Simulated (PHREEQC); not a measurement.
# Cooling-tower water: speciation

Model water analysis in mg/kgw, 25 °C, pH 7.45, pe 9:

```tsv
constituent	mg/kgw
Na	9.13
K	456
Ca	50
Mg	62.1
Cl	420
S(6) as SO4	273
Alkalinity as HCO3	162
Li	1.92
```

Valence states are taken as typed.

Equilibrium calculation in PHREEQC: ion-association model, phreeqc.dat.

This is a speciation only: nothing precipitates in the calculation.

What ionic strength does the model give?

ionic strength 0.0244 mol/kgw.

In which forms is C present?

HCO3- 91 %, CO2 6.3 %, MgHCO3+ 1.3 %, CaHCO3+ 0.7 % of the C.
